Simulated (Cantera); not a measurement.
A closed system holds: 1 mol Si₂Cl₆, 50 mol H₂, 0.15 mol HCl, at 550 °C and 11.0 mbar.

Method: chemical equilibrium by Gibbs-energy minimisation in Cantera with the NASA 1993 tables (ideal gas, pure condensed phases). Candidate condensed phases: Si; 19 gas species. The feed counts by its element totals alone. The tables' values for SiCl₃ are old estimates; treat these amounts as uncertain. The numbers say what is thermodynamically allowed, not how fast it happens.

Base state: H₂ 0.965, SiCl₄ 0.0236, SiHCl₃ 0.00672, HCl 0.00410, SiH₂Cl₂ 0.000161, SiCl₃ 7.11e-5, SiCl₂ 1.92e-5 (mole fractions); condensed: Si(s).

Task: What changes in the equilibrium state with this change: temperature from 550 °C to 1525 °C?

Result: 
```json
[
 {"species": "H₂", "before": "0.965", "after": "0.901"},
 {"species": "HCl", "before": "0.00410", "after": "0.0755"},
 {"species": "SiCl₂", "before": "1.92e-5", "after": "0.0196"},
 {"species": "SiCl₄", "before": "0.0236", "after": "5.74e-7"},
 {"species": "H", "before": "<1e-9", "after": "0.00319"},
 {"species": "Si", "before": "<1e-9", "after": "0.000280"},
 {"species": "Si(s), mol", "before": "0.423", "after": "0"},
 {"species": "Si(l), mol", "before": "0", "after": "0.920"}
]
```
The tables' values for SiCl, SiCl₃ are old estimates; treat these amounts as uncertain. Gases not in the tables: Si₂H₆ and higher silanes.

Task: What changes in the equilibrium state with this change: temperature from 550 °C to 852 °C?

Result: 
| species | before | after |
|---|---|---|
| H₂ | 0.965 | 0.928 |
| HCl | 0.00410 | 0.0512 |
| SiCl₄ | 0.0236 | 0.00958 |
| SiCl₂ | 1.92e-5 | 0.00599 |
| SiCl₃ | 7.11e-5 | 0.00216 |
| Si(s), mol | 0.423 | 0.906 |

Task: What changes in the equilibrium state with this change: pressure from 11.0 mbar to 1.70 bar?

Result: 
```csv
species,before,after
H₂,0.965,0.964
SiHCl₃,0.00672,0.0175
SiCl₄,0.0236,0.0157
HCl,0.00410,0.00105
SiH₃Cl,9.00e-7,3.56e-5
SiCl₂,1.92e-5,1.26e-6
SiH₂Cl₂,0.000161,0.00163
SiCl₃,7.11e-5,1.49e-5
"Si(s), mol",0.423,0.208
```
